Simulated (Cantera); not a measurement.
A perfectly stirred reactor is fed with 8.33 % NH₃, 91.7 % H₂, at 10.00 Torr; it is held at 2100 K, and followed from long to short residence time.

Cantera simulation using the gas-phase N/H chemistry of the illustrative SiF4/NH3 mechanism in the Surface Chemkin manual (1991); the numbers are that mechanism's predictions, not measurements. Walls and surfaces, which speed up NH3 decomposition in real reactors, are not modelled.

x: mole fraction; the columns are a selection and need not sum to one.

```
τ (s)      x NH₃   x H₂     x NH     x N₂    x N₂H₂
-------  -------  -----  -------  -------  --------
9.3      0.00287  0.954  1.01e-5   0.0370   3.25e-8
2.4            ?  0.948        ?        ?         ?
0.62      0.0472  0.934  1.69e-5   0.0165   4.13e-7
0.16      0.0706  0.922  1.78e-5  0.00564   5.84e-7
0.041     0.0808  0.917        ?        ?         ?
0.011     0.0831  0.916  3.10e-6  3.49e-5   6.36e-8
0.0027    0.0833  0.917  2.06e-7  2.78e-7   2.28e-9
0.00071   0.0833  0.917  1.42e-8  3.51e-9  1.22e-10
```

### Question
Complete the blanks.

### Answer

- 2.4, x NH₃: 0.0193
- 2.4, x NH: 1.33e-5
- 2.4, x N₂: 0.0294
- 2.4, x N₂H₂: 1.66e-7
- 0.041, x NH: 1.32e-5
- 0.041, x N₂: 0.000992
- 0.041, x N₂H₂: 4.26e-7
